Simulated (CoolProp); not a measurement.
Model: reference Helmholtz-energy equation of state, Lemmon 2016, in CoolProp.

For R365MFC, give the phase and the density (kg/m³), cv (kJ/(kg K)), expansivity (1/kK) at 500 K and 4.08 MPa; 500 K and 28.6 MPa.


- 500 K and 4.08 MPa: supercritical; density 241, cv 1.35, expansivity 10.0
- 500 K and 28.6 MPa: supercritical; density 960, cv 1.33, expansivity 1.91
